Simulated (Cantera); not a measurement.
Feed: 1 mol Zr, 0.19 mol O2, 32 mol N2, at 2000 K and 0.00233 Torr.

Method: chemical equilibrium by Gibbs-energy minimisation in Cantera with the NASA 1993 tables (ideal gas, pure condensed phases). Candidate condensed phases: Zr, ZrN, ZrO2; 13 gas species. Mutual solubility and eutectic melting of coexisting phases are not modelled. ZrN: taken at fixed stoichiometry. Condensed phases not in the tables: solid solutions among these carbides, nitrides and lower oxides. Kinetics and transport are ignored.

Base state: N2 0.998, ZrO 0.00167, ZrO2 1.07e-5 (mole fractions); condensed: ZrN(s) + ZrO2(tetragonal).

Problem. What changes in the equilibrium state with this change: temperature from 2000 K to 2700 K?

Solution. 
```json
[
 {"species": "N2", "before": "0.998", "after": "0.968"},
 {"species": "Zr", "before": "7.92e-6", "after": "0.0192"},
 {"species": "ZrO", "before": "0.00167", "after": "0.0111"},
 {"species": "N", "before": "5.12e-7", "after": "0.000909"},
 {"species": "O", "before": "6.65e-7", "after": "0.000390"},
 {"species": "ZrN(s), mol", "before": "0.783", "after": "0"},
 {"species": "ZrO2(tetragonal), mol", "before": "0.163", "after": "0"}
]
```
